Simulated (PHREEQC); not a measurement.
Make-up at 63 °C: 0.017 mol/kgw CuCl2 and 2e-05 mol/kgw HBF4. Closed to the air; pH follows from the charge balance.

Model: ion-association model, wateq4f.dat, run in PHREEQC.

Precipitation was switched off in this run.

Task: Predict the pH, ionic strength.

Result: pH 4.06; ionic strength 0.0452 mol/kgw.

Task: In which forms is F present?

Result: F- 73 %, HF 16 %, CuF+ 12 % of the F.

Saturation is exceeded, for instance for Atacamite; the values hold only as long as no solid forms. Species that the database lacks are ignored. Constants without temperature data keep their 25 °C values here. Real BF4- forms and hydrolyses slowly; the run takes it at equilibrium.
